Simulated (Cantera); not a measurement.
Feed: 1 mol PbO, 0.56 mol C, 0.082 mol CO, equilibrated at 2000 K and 13300 Pa.

These are equilibrium values from Cantera (NASA tables, ideal gas, pure condensed phases), not measurements of a reactor. Candidate condensed phases: C, Pb, PbO, PbO₂, Pb₃O₄; 15 gas species. Gases not in the tables: (PbO)n polymers. Rates play no part.

Base state: Pb 0.588, CO₂ 0.247, CO 0.144, PbO 0.0210, Pb₂ 0.000224, O₂ 3.85e-5, O 1.14e-5 (mole fractions); condensed: gas only.

Task: What changes in the equilibrium state with this change: pressure from 13300 Pa to 720000 Pa?

Result: 
```
species       before     after
----------  --------  --------
CO₂            0.247     0.591
CO             0.144     0.279
Pb             0.588     0.124
PbO           0.0210   0.00546
O            1.14e-5   2.60e-7
O₂           3.85e-5   1.09e-6
Pb₂         0.000224  0.000537
Pb(l), mol         0     0.904
```
